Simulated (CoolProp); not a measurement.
Vapour-liquid equilibrium of R227EA (1) + n-butane (2) at 0.0618 MPa; x and y are mole fractions of (1).

The numbers come from the multi-fluid Helmholtz-energy mixture model, Lemmon 2016 and Bücker 2006; pair parameters Bell 2016 in CoolProp.

```csv
x,"bubble temperature, mixture model (K)","bubble temperature, Raoult's law (K)","y, mixture model","y, Raoult's law"
0.05,250.8,259.3,0.366,0.091
0.2,242.6,256.4,0.605,0.323
0.35,241.6,254.0,0.634,0.507
0.5,241.5,251.8,0.637,0.656
0.65,241.5,249.8,0.649,0.780
0.8,241.8,248.1,0.702,0.884
0.95,244.1,246.4,0.876,0.973
```

The largest gap from Raoult's law is -13.8 K in bubble temperature, at x = 0.2. y crosses x between x = 0.5 and 0.65: the model has an azeotrope there.

The pair parameters rest on a limited set of measurements; away from them the model extrapolates. With so large a gap from Raoult's law the liquid may split in two, which this calculation doesn't test in full.
